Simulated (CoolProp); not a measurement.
A simple Rankine cycle with cis-2-butene: condensing at 320.15 K, boiler at 2.3 MPa, turbine inlet 439 K, turbine efficiency 0.75, pump efficiency 0.7, no recuperator. Each further row changes one setting.

Values from CoolProp's reference Helmholtz-energy equation of state, Lemmon 2005. It is a short technical equation, of lower accuracy than the large ones.

```json
[
 {"case": "as stated", "thermal efficiency (%)": "11.6", "net work (kJ/kg)": "63.0", "heat in (kJ/kg)": "541", "turbine exit temperature (K)": "382.8", "volume ratio over the turbine": "5.89"},
 {"case": "turbine inlet 459 K", "thermal efficiency (%)": "11.6", "net work (kJ/kg)": "68.2", "heat in (kJ/kg)": "588", "turbine exit temperature (K)": "404.9", "volume ratio over the turbine": "5.75"},
 {"case": "condensing temperature 312.15 K", "thermal efficiency (%)": "12.8", "net work (kJ/kg)": "71.5", "heat in (kJ/kg)": "560", "turbine exit temperature (K)": "376.8", "volume ratio over the turbine": "7.34"},
 {"case": "boiler pressure 1.61 MPa", "thermal efficiency (%)": "9.7", "net work (kJ/kg)": "54.0", "heat in (kJ/kg)": "559", "turbine exit temperature (K)": "397.5", "volume ratio over the turbine": "3.94"},
 {"case": "turbine efficiency 0.65", "thermal efficiency (%)": "10.0", "net work (kJ/kg)": "54.0", "heat in (kJ/kg)": "541", "turbine exit temperature (K)": "387.7", "volume ratio over the turbine": "5.98"}
]
```
